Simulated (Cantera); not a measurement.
Input: 1 mol Si2H6, 10 mol H2O, 54 mol H2, held at 15.0 Pa.

Method: chemical equilibrium by Gibbs-energy minimisation in Cantera with the NASA 1993 tables (ideal gas, pure condensed phases). Candidate condensed phases: H2O, Si, SiO2; 18 gas species. The feed counts by its element totals alone. The tables hold silica as quartz up to 1696 K and as liquid above; real silica turns to tridymite and cristobalite and melts near 1996 K. Equilibrium is a limit: real reactors are often held back by kinetics, nucleation or transport.

x: gas mole fraction; n: condensed amount in mol.

| T (K) | x H2 | x H2O | x H | x SiO | x OH | n SiO2(α-quartz) | n SiO2(β-quartz) |
|---|---|---|---|---|---|---|---|
| 798 | 0.910 | 0.0896 | … | <1e-12 | <1e-12 | 2.00 | 0 |
| 898 | 0.910 | 0.0896 | … | <1e-12 | <1e-12 | 0 | 2.00 |
| 998 | 0.910 | 0.0896 | … | <1e-12 | 3.59e-11 | 0 | 2.00 |
| 1098 | 0.910 | 0.0896 | … | 1.27e-11 | 8.34e-10 | 0 | 2.00 |
| 1198 | 0.910 | 0.0896 | … | 1.92e-9 | 1.15e-8 | 0 | 2.00 |
| 1298 | 0.910 | 0.0895 | … | 1.32e-7 | 1.06e-7 | 0 | 2.00 |
| 1398 | 0.910 | 0.0895 | … | 4.87e-6 | 7.15e-7 | 0 | 2.00 |

**Question.** Fill in the missing entries.

**Answer.** 
- 798, x H: 2.08e-10
- 898, x H: 8.53e-9
- 998, x H: 1.68e-7
- 1098, x H: 1.93e-6
- 1198, x H: 1.48e-5
- 1298, x H: 8.35e-5
- 1398, x H: 0.000369
